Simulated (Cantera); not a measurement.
Charge: 1 mol BN, 0.18 mol N2, at 0.133 bar.

These are equilibrium values from Cantera (NASA tables, ideal gas, pure condensed phases), not measurements of a reactor. Candidate condensed phases: B, BN; 5 gas species. Rates play no part. All values below are at 2125 °C.

Base state: N2 1.000, B 8.70e-5, BN 1.46e-5 (mole fractions); condensed: BN(s).

**Question.** What changes in the equilibrium state with this change: BN replaced by AlN?

**Answer.** 
```tsv
species	before	after
N2	1.000	0.740
Al	0	0.260
Al2	0	0.000485
B	8.70e-5	0
BN	1.46e-5	0
BN(s), mol	1.000	0
AlN(s), mol	0	0.923
```
Further candidate phases: Al, AlN.
